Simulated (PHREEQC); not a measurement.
## Alkaline etch or developer: an equilibrium model

Make-up at 60 °C: 0.012 mol TMAH, 0.00095 mol Na2SiO3 and 0.0039 mol Na2CO3 per kg of water. Closed to the air; pH follows from the charge balance.

Model: ion-association model, phreeqc.dat, run in PHREEQC.

Each row changes one thing in this solution. No solid was allowed to form.

| case | pH | ionic strength (mol/kgw) | Na+ (mol/kgw) | CO3-2 (mol/kgw) | NaCO3- (mol/kgw) | H3SiO4- (mol/kgw) | SI of Quartz (SiO2) |
|---|---|---|---|---|---|---|---|
| as made | 11.06 | 0.0232 | 0.00859 | 0.00259 | 0.00111 | 0.000866 | -1.27 |
| diluted 100-fold with water | 9.24 | 0.000221 | 9.70e-5 | 4.50e-6 | 3.67e-8 | 3.88e-6 | -1.73 |
| TMAH replaced by (CH3)4NCl at the same molality | 10.26 | 0.0228 | 0.00881 | 0.00201 | 0.000886 | 0.000839 | -0.48 |
| Na2CO3 from 0.0039 to 0.039 mol/kgw | 11.04 | 0.0798 | 0.0547 | 0.0130 | 0.0252 | 0.000855 | -1.29 |
| Na2SiO3 from 0.00095 to 0.00105 mol/kgw | 11.06 | 0.0234 | 0.00878 | 0.00258 | 0.00112 | 0.000957 | -1.23 |
| Na2CO3 from 0.0039 to 0.00429 mol/kgw | 11.06 | 0.0241 | 0.00921 | 0.00280 | 0.00127 | 0.000866 | -1.27 |
| diluted 2-fold with water | 10.79 | 0.0119 | 0.00450 | 0.00137 | 0.000354 | 0.000442 | -1.27 |
| temperature from 60 to 15 °C | 12.39 | 0.0253 | 0.00948 | 0.00366 | 0.000217 | 0.000841 | -1.40 |
| 0.0067 mol/kgw Li2CO3 added | 11.05 | 0.0404 | 0.00729 | 0.00765 | 0.00241 | 0.000861 | -1.28 |

Complexes and solids missing from the database can't appear. (CH3)4N+ isn't in the database: it is added as a free cation with an ion size of 4 Å. Away from 25 °C the constants follow the database's enthalpies or fits; those with neither stay at their 25 °C values.
